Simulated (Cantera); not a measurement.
Feed: 1 mol Si, 0.029 mol N2O, 14 mol N2, held at 1275 °C and 6.20e-6 bar.

Method: chemical equilibrium by Gibbs-energy minimisation in Cantera with the NASA 1993 tables (ideal gas, pure condensed phases). Candidate condensed phases: Si, SiO2, Si2N2O, Si3N4; 16 gas species. The tables' values for SiN are old estimates; treat these amounts as uncertain. The numbers say what is thermodynamically allowed, not how fast it happens.

Base state: N2 0.993, Si 0.00512, SiO 0.00205, Si2N 2.13e-5, SiN 1.34e-5 (mole fractions); condensed: Si(s).

What changes in the equilibrium state with this change: temperature from 1275 °C to 1702 °C?


```tsv
species	before	after
N2	0.993	0.933
Si	0.00512	0.0646
SiO	0.00205	0.00193
Si2N	2.13e-5	7.15e-7
SiN	1.34e-5	4.29e-5
Si(s), mol	0.897	0
```
